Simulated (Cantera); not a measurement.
Charge: 1 mol Si, a varied amount of HF, 25 mol H2, equilibrated at 0.210 Torr.

Cantera equilibrium calculation (NASA polynomials, part measured and part estimated; ideal gas, pure solids and liquids). Candidate condensed phases: Si; 25 gas species. The tables' values for SiF2, SiF3 are old estimates. Equilibrium is a limit: real reactors are often held back by kinetics, nucleation or transport.

Stable condensed phases, one row left out:

```
T in K \ n(HF) in mol
         1.1 1.8 2.4 3.1 3.7 4.4   5 5.7
   1700    A   A   B   B   B   B   B   B
   1400    A   A   A   A   B   B   B   B
   1250    A   A   A   A   A   B   B   B
   1100    A   A   A   A   A   B   B   B
    950    A   A   A   A   A   B   B   B
    800    A   A   A   A   A   B   B   B
    650    A   A   A   A   A   B   B   B
    500    A   A   A   A   A   B   B   B
```

A: Si; B: gas only.

Problem. Give the row for 1550 K.

Solution. 1.1: Si; 1.8: Si; 2.4: Si; 3.1: gas only; 3.7: gas only; 4.4: gas only; 5: gas only; 5.7: gas only.
